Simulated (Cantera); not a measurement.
Cantera run:

```python
import numpy as np
import cantera as ct

gas_names = [...]  # 113 gases of nasa_gas.yaml made of C, H, O, Pb
cond_names = """
    C(gr) C6H6(L) C7H8(L) C8H18(L),n-octa H2O(s) H2O(L) Pb(cr) Pb(L) PbO(rd) PbO(yw) PbO(L) PbO2(s)
    Pb3O4(s)
""".split()


# ... load() reads the species with a 1 bar reference pressure and builds the phases ...
atoms = {
    'PbO': {'Pb': 1, 'O': 1},
    'C': {'C': 1},
    'H2': {'H': 2},
}
top_T = {'C(gr)': 4500, 'Pb3O4(s)': 820}  # K; cautious upper limits of use, not melting points


# ... equilibrate(T, P, feed) seeds the gas with the atoms and calls Mixture.equilibrate('TP', solver="vcs", rtol=1e-11, max_steps=5000) ...
results = []
feed = {'PbO': 1, 'C': 0.42, 'H2': 2}  # mol
for P in [10, 42, 180, 750, 3200, 13000, 56000, 240000, 1000000]:
    for T in [1373, 1448, 1523, 1598, 1673, 1748, 1823, 1898, 1973, 2048, 2123, 2198, 2273]:
        mix = equilibrate(T, P, feed)
        results.append((T, P, feed, dict(zip(mix.species_names, mix.species_moles))))

for T, P, feed, n in results:
    print(f"{T:7g} {P:10.4g}  " + (" + ".join(c for c in cond_names if n.get(c, 0) > 1e-12) or "gas only"))
```

Output:

```
   1373         10  gas only
   1448         10  gas only
   1523         10  gas only
   1598         10  gas only
   1673         10  gas only
   1748         10  gas only
   1823         10  gas only
   1898         10  gas only
   1973         10  gas only
   2048         10  gas only
   2123         10  gas only
   2198         10  gas only
   2273         10  gas only
   1373         42  gas only
   1448         42  gas only
   1523         42  gas only
   1598         42  gas only
   1673         42  gas only
   1748         42  gas only
   1823         42  gas only
   1898         42  gas only
   1973         42  gas only
   2048         42  gas only
   2123         42  gas only
   2198         42  gas only
   2273         42  gas only
   1373        180  gas only
   1448        180  gas only
   1523        180  gas only
   1598        180  gas only
   1673        180  gas only
   1748        180  gas only
   1823        180  gas only
   1898        180  gas only
   1973        180  gas only
   2048        180  gas only
   2123        180  gas only
   2198        180  gas only
   2273        180  gas only
   1373        750  gas only
   1448        750  gas only
   1523        750  gas only
   1598        750  gas only
   1673        750  gas only
   1748        750  gas only
   1823        750  gas only
   1898        750  gas only
   1973        750  gas only
   2048        750  gas only
   2123        750  gas only
   2198        750  gas only
   2273        750  gas only
   1373       3200  Pb(L)
   1448       3200  gas only
   1523       3200  gas only
   1598       3200  gas only
   1673       3200  gas only
   1748       3200  gas only
   1823       3200  gas only
   1898       3200  gas only
   1973       3200  gas only
   2048       3200  gas only
   2123       3200  gas only
   2198       3200  gas only
   2273       3200  gas only
   1373    1.3e+04  Pb(L)
   1448    1.3e+04  Pb(L)
   1523    1.3e+04  Pb(L)
   1598    1.3e+04  gas only
   1673    1.3e+04  gas only
   1748    1.3e+04  gas only
   1823    1.3e+04  gas only
   1898    1.3e+04  gas only
   1973    1.3e+04  gas only
   2048    1.3e+04  gas only
   2123    1.3e+04  gas only
   2198    1.3e+04  gas only
   2273    1.3e+04  gas only
   1373    5.6e+04  Pb(L)
   1448    5.6e+04  Pb(L)
   1523    5.6e+04  Pb(L)
   1598    5.6e+04  Pb(L)
   1673    5.6e+04  Pb(L)
   1748    5.6e+04  gas only
   1823    5.6e+04  gas only
   1898    5.6e+04  gas only
   1973    5.6e+04  gas only
   2048    5.6e+04  gas only
   2123    5.6e+04  gas only
   2198    5.6e+04  gas only
   2273    5.6e+04  gas only
   1373    2.4e+05  Pb(L)
   1448    2.4e+05  Pb(L)
   1523    2.4e+05  Pb(L)
   1598    2.4e+05  Pb(L)
   1673    2.4e+05  Pb(L)
   1748    2.4e+05  Pb(L)
   1823    2.4e+05  Pb(L)
   1898    2.4e+05  Pb(L)
   1973    2.4e+05  gas only
   2048    2.4e+05  gas only
   2123    2.4e+05  gas only
   2198    2.4e+05  gas only
   2273    2.4e+05  gas only
   1373      1e+06  Pb(L)
   1448      1e+06  Pb(L)
   1523      1e+06  Pb(L)
   1598      1e+06  Pb(L)
   1673      1e+06  Pb(L)
   1748      1e+06  Pb(L)
   1823      1e+06  Pb(L)
   1898      1e+06  Pb(L)
   1973      1e+06  Pb(L)
   2048      1e+06  Pb(L)
   2123      1e+06  Pb(L)
   2198      1e+06  Pb(L)
   2273      1e+06  gas only
```

Method: chemical equilibrium by Gibbs-energy minimisation in Cantera with the NASA 1993 tables (ideal gas, pure condensed phases).
